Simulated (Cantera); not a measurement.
Input: 1 mol SiH4, 0.64 mol NH3, 7.6 mol N2, equilibrated at 0.00940 bar.

Equilibrium computed with Cantera from the NASA thermochemical tables; the gas is ideal and each condensed phase is pure. Candidate condensed phases: Si, Si3N4; 18 gas species. The tables' values for SiN are old estimates; treat these amounts as uncertain. Gases not in the tables: Si2H6 and higher silanes. Kinetics and transport are ignored.

log p: log10 of the partial pressure in bar; n: condensed amount in mol.

| T (K) | log p N2 | log p H2 | log p H | log p Si | log p SiH | log p Si2N | log p SiN | n Si3N4(s) | n Si(l) |
|---|---|---|---|---|---|---|---|---|---|
| 725 | -2.18 | -2.56 | <-14 | <-14 | <-14 | <-14 | <-14 | 0.333 | 0 |
| 825 | -2.18 | -2.56 | -12.38 | <-14 | <-14 | <-14 | <-14 | 0.333 | 0 |
| 925 | -2.18 | -2.56 | -10.87 | <-14 | <-14 | <-14 | <-14 | 0.333 | 0 |
| 1025 | -2.18 | -2.56 | -9.64 | <-14 | <-14 | <-14 | <-14 | 0.333 | 0 |
| 1125 | -2.18 | -2.56 | -8.63 | <-14 | <-14 | <-14 | <-14 | 0.333 | 0 |
| 1225 | -2.18 | -2.56 | -7.79 | <-14 | <-14 | <-14 | <-14 | 0.333 | 0 |
| 1325 | -2.18 | -2.56 | -7.07 | -12.59 | -13.01 | <-14 | -13.20 | 0.333 | 0 |
| 1425 | -2.18 | -2.56 | -6.45 | -10.68 | -11.31 | (withheld) | -11.51 | 0.333 | 0 |
| 1525 | -2.18 | -2.56 | -5.91 | -9.02 | -9.84 | (withheld) | -10.04 | 0.333 | 0 |
| 1625 | -2.18 | -2.57 | -5.43 | -7.56 | -8.55 | (withheld) | -8.76 | 0.333 | 0 |
| 1725 | -2.18 | -2.57 | -5.01 | -6.28 | -7.41 | (withheld) | -7.62 | 0.333 | 0 |
| 1825 | -2.17 | -2.59 | -4.65 | -5.34 | -6.61 | (withheld) | -6.81 | 0 | 0.994 |
| 1925 | -2.17 | -2.60 | -4.32 | -4.76 | -6.15 | (withheld) | -6.35 | 0 | 0.976 |
| 2025 | -2.17 | -2.61 | -4.02 | -4.23 | -5.73 | (withheld) | -5.93 | 0 | 0.922 |

### Question
Fill in the missing entries.

### Answer

- 1425, log p Si2N: -13.26
- 1525, log p Si2N: -11.14
- 1625, log p Si2N: -9.30
- 1725, log p Si2N: -7.67
- 1825, log p Si2N: -6.62
- 1925, log p Si2N: -6.20
- 2025, log p Si2N: -5.82
